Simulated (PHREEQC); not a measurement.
Solution (60 °C): 0.17 mol/kgw ZnSO4 and 0.012 mol/kgw HCl. Closed to the air; pH follows from the charge balance.

The numbers come from PHREEQC with the ion-association model, phreeqc.dat.

This is a speciation only: nothing precipitates in the calculation.

Task: Predict the pH, ionic strength.

Result: pH 2.64; ionic strength 0.329 mol/kgw.

Task: In which forms is Cl present?

Result: Cl- 83 %, ZnCl+ 17 % of the Cl.

Constants without temperature data keep their 25 °C values here.
